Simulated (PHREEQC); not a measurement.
0.33 g of hydrous ferric oxide (600 m²/g; 0.2 weak and 0.005 strong sites per Fe, Dzombak-Morel constants, diffuse double layer) in 1 kg of water with 0.005 mol/kgw of an inert sodium salt and 0.0029 mmol/kgw Na2SO4, 0.23 mmol/kgw SrCl2 and 0.2 mmol/kgw CuCl2, at 25 °C; the pH is set by adding NaOH or the inert anion's acid. Oxygen alone is held at its pressure in air (log pO2 = -0.68). No CO2 enters from the air. Nothing may precipitate in this run.

Equilibrium calculation in PHREEQC: ion-association model, wateq4f.dat.

Question: Predict Sr sorbed (%) at pH = 4, 10.67, 12.

Answer: 
| pH | Sr sorbed (%) |
|---|---|
| 4 | 0.0 |
| 10.67 | 84.4 |
| 12 | 99.8 |

Along this series the solution becomes supersaturated in solids that the run did not let form, among them Cu(OH)2. Complexes and solids missing from the database can't appear. The database's constant for dissolved Cu(OH)2 is higher than later reviews accept.
